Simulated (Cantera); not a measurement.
Input: 1 mol Si2Cl6, 1.6 mol N2, 0.24 mol NH3, held at 1148.15 K and 0.0100 bar.

Method: chemical equilibrium by Gibbs-energy minimisation in Cantera with the NASA 1993 tables (ideal gas, pure condensed phases). Candidate condensed phases: NH4Cl, Si, Si3N4; 28 gas species. The feed counts by its element totals alone. The tables' values for SiCl3 are old estimates; treat these amounts as uncertain. Kinetics and transport are ignored.

Base state: SiCl4 0.402, N2 0.389, HCl 0.187, H2 0.0149, SiCl3 0.00480, SiHCl3 0.000645, SiCl2 0.000632 (mole fractions); condensed: Si3N4(s).

**Question.** What changes in the equilibrium state with this change: NH3 from 0.24 to 25 mol?

**Answer.** 
| species | before | after |
|---|---|---|
| H2 | 0.0149 | 0.648 |
| N2 | 0.389 | 0.240 |
| HCl | 0.187 | 0.112 |
| SiCl4 | 0.402 | 3.85e-5 |
| SiCl3 | 0.00480 | 5.03e-6 |
| SiHCl3 | 0.000645 | 4.45e-6 |
| Si3N4(s), mol | 0.216 | 0.666 |

**Question.** What changes in the equilibrium state with this change: pressure from 0.0100 bar to 0.880 bar?

**Answer.** 
| species | before | after |
|---|---|---|
| SiCl4 | 0.402 | 0.412 |
| N2 | 0.389 | 0.393 |
| HCl | 0.187 | 0.168 |
| H2 | 0.0149 | 0.0249 |
| SiCl2 | 0.000632 | 1.53e-5 |
| SiCl3 | 0.00480 | 0.000756 |
| SiHCl3 | 0.000645 | 0.00123 |
| Si3N4(s), mol | 0.216 | 0.212 |

**Question.** What changes in the equilibrium state with this change: NH3 from 0.24 to 0.66 mol?

**Answer.** 
```
species          before    after
-------------  --------  -------
HCl               0.187    0.340
N2                0.389    0.323
SiCl4             0.402    0.267
H2               0.0149   0.0644
SiHCl3         0.000645  0.00102
SiCl3           0.00480  0.00364
Si3N4(s), mol     0.216    0.284
```
